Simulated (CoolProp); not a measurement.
100 sccm (0 °C, 1 atm) of nitrogen bubbles through liquid water at 295.4 K and leaves saturated at a total pressure of 0.0787 MPa (ideal gas phase). Each further row changes one setting.

Computed with CoolProp (reference Helmholtz-energy equation of state, Wagner 2002).

| case | vapour pressure (kPa) | mole fraction of vapour | delivery (mg/min) | delivery (sccm) | change of delivery for a bath 1 K warmer (%) |
|---|---|---|---|---|---|
| as stated | 2.69 | ___ | 2.84 | ___ | 6.5 |
| bath temperature 300.4 K | ___ | 0.0460 | 3.88 | ___ | 6.3 |
| total pressure 0.157 MPa | 2.69 | 0.0171 | 1.40 | ___ | 6.4 |

Problem. Complete the blanks.

Solution. 
- as stated, mole fraction of vapour: 0.0341
- as stated, delivery (sccm): 3.53
- bath temperature 300.4 K, vapour pressure (kPa): 3.62
- bath temperature 300.4 K, delivery (sccm): 4.82
- total pressure 0.157 MPa, delivery (sccm): 1.74
